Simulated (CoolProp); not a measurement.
Saturation properties of water (Tc = 373.9 °C, pc = 22.06 MPa, ω = 0.344).

Model: reference Helmholtz-energy equation of state, Wagner 2002, in CoolProp.

```tsv
T (°C)	p (MPa)	enthalpy of vaporisation (kJ/kg)	liquid cp (kJ/(kg K))	surface tension (mN/m)	vapour viscosity (µPa s)	liquid conductivity (mW/(m K))
166.95	0.7355	2059	4.357	44.9	14.5	677
182.95	1.073	2004	4.417	41.4	15.1	670
198.85	1.518	1944	4.490	37.8	15.6	661
214.85	2.100	1879	4.581	34.1	16.2	649
230.75	2.836	1809	4.693	30.4	16.7	636
246.75	3.763	1732	4.837	26.6	17.3	620
262.75	4.905	1646	5.021	22.8	17.9	603
278.65	6.287	1552	5.265	19.1	18.6	583
294.65	7.959	1444	5.605	15.4	19.3	561
310.55	9.939	1321	6.106	11.8	20.2	536
326.55	12.30	1175	6.933	8.36	21.3	508
342.45	15.06	996.7	8.558	5.10	22.7	477
358.45	18.32	750.5	13.82	2.15	25.3	442
```

It boils at 100.0 °C under 1 atm.

Viscosity comes from a separate model (Huber 2009). Thermal conductivity comes from a separate model (Huber 2012). Surface tension comes from a separate correlation (Mulero 2012).
